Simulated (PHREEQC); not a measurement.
A PHREEQC input (ion-association model, phreeqc.dat):

```
SOLUTION 1
  temp 298.15
  units mg/kgw
  pH 6.8
  pe 1.8
  Na 245
  K 43.3
  Ca 181
  Mg 35.6
  Cl 206
  S(6) 681 as SO4
  Alkalinity 178 as HCO3
  Si 0.205 as SiO2
  F 1.03
END
USE solution 1
EQUILIBRIUM_PHASES 1
  Chalcedony 0 0
  Gypsum 0 0
  CO2(g) -2.5 10
END
```

The run finishes without an error or a warning.

Its last state differs from that of the intended input:

```tsv
quantity	as run	intended
pH	6.33	7.69
ionic strength (mol/kgw)	0.0259	0.0304
Ca+2 (mol/kgw)	0.00154	0.00347
HCO3- (mol/kgw)	7.99e-7	0.00276
Mg+2 (mol/kgw)	0.000411	0.00105
CaSO4 (mol/kgw)	0.000140	0.000962
```

### Question
One thing in the input isn't as intended. What explains the difference?

### Answer
Several could match; the one computed here: The fault: the temperature typed in kelvin. The line should read `temp 25` where the input has `temp 298.15`.
